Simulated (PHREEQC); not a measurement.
# Metal-bearing waste water: an equilibrium model

Make-up at 25 °C: 0.342 mol/kgw NiSO4, 0.00033 mol/kgw CaCl2 and 0.36 mol/kgw H2SO4. Closed to the air; pH follows from the charge balance.

Equilibrium calculation in PHREEQC: ion-association model, wateq4f.dat.

pH: 0.70
ionic strength: 0.915 mol/kgw
activity of water: 0.980
total alkalinity: -720 meq/kg

| species | molality | activity | log γ |
|---|---|---|---|
| HSO4- | 0.453 | 0.284 | -0.202 |
| H+ | 0.267 | 0.199 | -0.127 |
| Ni+2 | 0.185 | 0.0675 | -0.438 |
| NiSO4 | 0.157 | 0.193 | 0.091 |
| SO4-2 | 0.0917 | 0.0147 | -0.796 |
| Cl- | 0.000583 | 0.000352 | -0.219 |
| Ni(SO4)2-2 | 0.000417 | 0.000152 | -0.438 |
| CaHSO4+ | 0.000134 | 0.000104 | -0.109 |
| Ca+2 | 0.000124 | 3.05e-5 | -0.608 |
| NiCl+ | 7.69e-5 | 5.98e-5 | -0.109 |
| CaSO4 | 7.23e-5 | 8.93e-5 | 0.091 |

No solid was allowed to form. Ionic strength above about 0.7 mol/kgw puts this run outside the model's range.
